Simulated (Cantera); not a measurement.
Cantera run:

```python
import numpy as np
import cantera as ct

gas_names = """
    C CH CH2 CH3 CH2OH CH3O CH4 CH3OH CO COS CO2 COOH CS CS2 C2 C2H CHCO,ketyl C2H2,acetylene
    C2H2,vinylidene CH2CO,ketene C2H3,vinyl CH3CO,acetyl C2H4 C2H4O,ethylen CH3CHO,ethanal CH3COOH
    (HCOOH)2 C2H5 C2H6 CH3OCH3 C2H5OH C2O C3 C3H3,propargyl C3H4,allene C3H4,propyne C3H4,cyclo-
    C3H5,allyl C3H6,propylene C3H6,cyclo- C3H6O C3H7,n-propyl C3H7,i-propyl C3H8 C3H8O,1propanol
    C3H8O,2propanol C3O2 C4 C4H2 C4H4,1,3-cyclo- C4H6,butadiene C4H6,2-butyne C4H6,cyclo- C4H8,1-butene
    C4H8,cis2-buten C4H8,tr2-butene C4H8,isobutene C4H8,cyclo- (CH3COOH)2 C4H9,n-butyl C4H9,i-butyl
    C4H9,s-butyl C4H9,t-butyl C4H10,isobutane C4H10,n-butane C5 C5H6,1,3cyclo- C5H8,cyclo-
    C5H10,1-pentene C5H10,cyclo- C5H11,pentyl C5H11,t-pentyl C5H12,n-pentane C5H12,i-pentane
    CH3C(CH3)2CH3 C6H2 C6H5,phenyl C6H5O,phenoxy C6H6 C6H5OH,phenol C6H10,cyclo- C6H12,1-hexene
    C6H12,cyclo- C6H13,n-hexyl C7H7,benzyl C7H8 C7H8O,cresol C7H14,1-heptene C7H15,n-heptyl
    C7H16,n-heptane C8H8,styrene C8H10,ethylbenz C8H16,1-octene C8H17,n-octyl C8H18,isooctane
    C8H18,n-octane C9H19,n-nonyl C10H8,naphthale C10H21,n-decyl C12H9,o-bipheny C12H10,bipheny H HCO HO2
    H2 HCHO,formaldehy HCOOH H2O H2O2 H2S H2SO4 Mg MgH MgO MgOH MgO2H2 MgS Mg2 O OH O2 O3 S SH SO SO2
    SO3 S2 S2O S8
""".split()
cond_names = """
    C(gr) C6H6(L) C7H8(L) C8H18(L),n-octa H2O(s) H2O(L) H2SO4(L) Mg(cr) Mg(L) MgCO3(s) MgO(s) MgO(L)
    MgO2H2(s) MgS(s) MgSO4(s) MgSO4(L) S(cr1) S(cr2) S(L)
""".split()


def load(file, names, dense=False):
    # The tables refer to 1 bar. Condensed volumes are neglected.
    table = {s.name: s for s in ct.Species.list_from_file(file)}
    out = []
    for n in names:
        d = dict(table[n].input_data)
        d["thermo"] = dict(d["thermo"], **{"reference-pressure": 1e5})
        if dense:
            d["equation-of-state"] = {"model": "constant-volume", "density": "1e6 g/cm^3"}
        out.append(ct.Species.from_dict(d))
    return out


gas = ct.Solution(thermo="ideal-gas", species=load("nasa_gas.yaml", gas_names))
cond = {s.name: ct.Solution(thermo="fixed-stoichiometry", species=[s], name=s.name)
        for s in load("nasa_condensed.yaml", cond_names, dense=True)}
atoms = {
    'MgO': {'Mg': 1, 'O': 1},
    'H2S': {'H': 2, 'S': 1},
    'CO2': {'C': 1, 'O': 2},
}
top_T = {'C(gr)': 4500, 'MgS(s)': 2250}  # K; cautious upper limits of use, not melting points


def equilibrate(T, P, feed):
    n = {}
    for name, mol in feed.items():
        for a, k in atoms[name].items():
            n[a] = n.get(a, 0.0) + k * mol
    gas.TPX = T, P, n
    mass = sum(n.values()) * gas.mean_molecular_weight
    gas.equilibrate("TP")
    valid = [c for c in cond.values() if c.min_temp <= T <= top_T.get(c.name, c.max_temp)]
    mix = ct.Mixture([(gas, mass / gas.mean_molecular_weight)] + [(c, 0.0) for c in valid])
    mix.T, mix.P = T, P
    mix.equilibrate("TP", solver="vcs", rtol=1e-11, max_steps=5000)
    return mix


results = []
feed = {'MgO': 1, 'H2S': 2.5, 'CO2': 0.046}  # mol
T = 1550  # K
for P in [1000, 3500, 13000, 45000, 160000, 560000, 2000000]:
    mix = equilibrate(T, P, feed)
    results.append((T, P, feed, dict(zip(mix.species_names, mix.species_moles))))

top = {s: max(r[3][s] / sum(r[3][g] for g in gas_names) for r in results) for s in gas_names}
cols = sorted((s for s in top if top[s] > 0.001), key=lambda s: -top[s])[:7]
seen = [c for c in cond_names if any(r[3].get(c, 0) > 1e-12 for r in results)]
print("log10 of partial pressures in bar; condensed amounts in mol")
print(f"{'P/Pa':>10s}" + "".join(f"{s[:9]:>10s}" for s in cols + seen))
for T, P, feed, n in results:
    ng = sum(n[g] for g in gas_names)
    print(f"{P:10.4g}" + "".join(f"{np.log10(max(n[s] / ng * P / 1e5, 1e-99)):10.3f}" for s in cols)
          + "".join(f"{n.get(c, 0):10.4g}" for c in seen))
```

It prints:

```
log10 of partial pressures in bar; condensed amounts in mol
      P/Pa       H2S        H2        S2       H2O        CO        SH       CO2    MgO(s)    MgS(s)
      1000    -3.045    -2.237    -2.532    -3.810    -3.904    -4.092    -5.923    0.9889   0.01106
      3500    -2.282    -1.729    -2.023    -3.047    -3.351    -3.583    -5.115    0.9547   0.04528
   1.3e+04    -1.514    -1.218    -1.510    -2.279    -2.770    -3.071    -4.279    0.9084   0.09157
   4.5e+04    -0.822    -0.757    -1.047    -1.587    -2.224    -2.609    -3.501    0.8598    0.1402
   1.6e+05    -0.151    -0.311    -0.597    -0.916    -1.673    -2.161    -2.725    0.8121    0.1879
   5.6e+05     0.480     0.108    -0.173    -0.285    -1.142    -1.740    -1.982    0.7716    0.2284
     2e+06     1.095     0.516     0.241     0.330    -0.621    -1.328    -1.254     0.739     0.261
```

Equilibrium computed with Cantera from the NASA thermochemical tables; the gas is ideal and each condensed phase is pure. Mutual solubility and eutectic melting of coexisting phases are not modelled.
